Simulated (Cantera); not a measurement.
A perfectly stirred reactor is fed with CO : H2 : O2 : N2 = 1 : 0.56 : 1.63 : 6.11 (molar parts), at 760 Torr; it is adiabatic with a 750 K inlet, and is followed from long to short residence time, starting on the burning branch (τ in s: 0.36, 0.12, 0.041, 0.014, 0.0045, 0.0015, 0.00051, 0.00017, 5.7e-05, 1.9e-05, 6.4e-06).

Model: GRI-Mech 3.0 (53 species, 325 reactions), integrated in Cantera.

x: mole fraction; the columns are a selection and need not sum to one.

```json
[
 {"τ (s)": "0.36", "T (K)": "2037", "x CO": "0.000929", "x H2": "0.000105", "x O2": "0.0990", "x H": "2.79e-5", "x OH": "___", "x HO2": "1.54e-6"},
 {"τ (s)": "0.12", "T (K)": "2032", "x CO": "0.00138", "x H2": "0.000151", "x O2": "0.0993", "x H": "4.79e-5", "x OH": "___", "x HO2": "1.64e-6"},
 {"τ (s)": "0.041", "T (K)": "2019", "x CO": "0.00241", "x H2": "0.000260", "x O2": "0.0996", "x H": "0.000109", "x OH": "___", "x HO2": "2.00e-6"},
 {"τ (s)": "0.014", "T (K)": "1993", "x CO": "0.00447", "x H2": "0.000486", "x O2": "0.1000", "x H": "0.000285", "x OH": "___", "x HO2": "3.01e-6"},
 {"τ (s)": "0.0045", "T (K)": "1944", "x CO": "0.00833", "x H2": "0.000926", "x O2": "0.101", "x H": "0.000793", "x OH": "___", "x HO2": "5.42e-6"},
 {"τ (s)": "0.0015", "T (K)": "1865", "x CO": "0.0142", "x H2": "0.00162", "x O2": "0.102", "x H": "0.00198", "x OH": "0.00587", "x HO2": "9.89e-6"},
 {"τ (s)": "0.00051", "T (K)": "1751", "x CO": "0.0227", "x H2": "0.00256", "x O2": "0.105", "x H": "0.00433", "x OH": "0.00622", "x HO2": "1.71e-5"},
 {"τ (s)": "0.00017", "T (K)": "1579", "x CO": "0.0380", "x H2": "0.00382", "x O2": "0.112", "x H": "0.00770", "x OH": "___", "x HO2": "2.90e-5"},
 {"τ (s)": "5.7e-5", "T (K)": "1277", "x CO": "0.0765", "x H2": "0.0105", "x O2": "0.136", "x H": "0.00723", "x OH": "___", "x HO2": "6.25e-5"},
 {"τ (s)": "1.9e-5", "T (K)": "750", "x CO": "0.108", "x H2": "0.0602", "x O2": "0.175", "x H": "<1e-12", "x OH": "<1e-12", "x HO2": "<1e-12"},
 {"τ (s)": "6.4e-6", "T (K)": "750", "x CO": "0.108", "x H2": "0.0602", "x O2": "0.175", "x H": "<1e-12", "x OH": "<1e-12", "x HO2": "<1e-12"}
]
```

Fill in the missing entries.


- 0.36, x OH: 0.00186
- 0.12, x OH: 0.00221
- 0.041, x OH: 0.00284
- 0.014, x OH: 0.00376
- 0.0045, x OH: 0.00490
- 0.00017, x OH: 0.00538
- 5.7e-5, x OH: 0.00276
